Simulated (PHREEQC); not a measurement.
## Silver or lead bath: an equilibrium model

Consider water at 25 °C with 0.13 mol Pb(NO3)2 and 0.00013 mol NaCl per kg of water. Closed to the air; pH follows from the charge balance.

The numbers come from PHREEQC with the ion-association model, phreeqc.dat.

This is a speciation only: nothing precipitates in the calculation.

What pH does the model give?

pH 4.27.

In which forms is N present?

NO3- 78 %, PbNO3+ 22 % of the N.
